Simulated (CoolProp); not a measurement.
Vapour-liquid equilibrium of hydrogen sulfide (1) + n-hexane (2) at 268.5 K; x and y are mole fractions of (1).

The numbers come from the multi-fluid Helmholtz-energy mixture model, Lemmon 2006 and Thol 2019; pair parameters Kunz 2012 in CoolProp.

```json
[
 {"x": "0.05", "bubble pressure (bar)": "0.9521", "y at the bubble point": "0.951", "dew pressure at overall composition x (bar)": "0.04933", "liquid density (mol/L)": "7.902"},
 {"x": "0.125", "bubble pressure (bar)": "2.263", "y at the bubble point": "0.980", "dew pressure at overall composition x (bar)": "0.05357", "liquid density (mol/L)": "8.031"},
 {"x": "0.2", "bubble pressure (bar)": "3.367", "y at the bubble point": "0.987", "dew pressure at overall composition x (bar)": "0.05861", "liquid density (mol/L)": "8.301"},
 {"x": "0.275", "bubble pressure (bar)": "4.226", "y at the bubble point": "0.990", "dew pressure at overall composition x (bar)": "0.06469", "liquid density (mol/L)": "8.703"},
 {"x": "0.35", "bubble pressure (bar)": "4.877", "y at the bubble point": "0.991", "dew pressure at overall composition x (bar)": "0.07217", "liquid density (mol/L)": "9.244"},
 {"x": "0.425", "bubble pressure (bar)": "5.381", "y at the bubble point": "0.992", "dew pressure at overall composition x (bar)": "0.08158", "liquid density (mol/L)": "9.935"},
 {"x": "0.5", "bubble pressure (bar)": "5.800", "y at the bubble point": "0.993", "dew pressure at overall composition x (bar)": "0.09382", "liquid density (mol/L)": "10.80"},
 {"x": "0.575", "bubble pressure (bar)": "6.184", "y at the bubble point": "0.994", "dew pressure at overall composition x (bar)": "0.1104", "liquid density (mol/L)": "11.87"},
 {"x": "0.65", "bubble pressure (bar)": "6.569", "y at the bubble point": "0.995", "dew pressure at overall composition x (bar)": "0.1340", "liquid density (mol/L)": "13.20"},
 {"x": "0.725", "bubble pressure (bar)": "6.981", "y at the bubble point": "0.995", "dew pressure at overall composition x (bar)": "0.1705", "liquid density (mol/L)": "14.83"},
 {"x": "0.8", "bubble pressure (bar)": "7.435", "y at the bubble point": "0.996", "dew pressure at overall composition x (bar)": "0.2342", "liquid density (mol/L)": "16.85"},
 {"x": "0.875", "bubble pressure (bar)": "7.943", "y at the bubble point": "0.997", "dew pressure at overall composition x (bar)": "0.3742", "liquid density (mol/L)": "19.33"},
 {"x": "0.95", "bubble pressure (bar)": "8.527", "y at the bubble point": "0.999", "dew pressure at overall composition x (bar)": "0.9302", "liquid density (mol/L)": "22.37"}
]
```

No azeotrope shows between x = 0.05 and 0.95.

The pair parameters rest on a limited set of measurements; away from them the model extrapolates. With so large a gap from Raoult's law the liquid may split in two, which this calculation doesn't test in full.
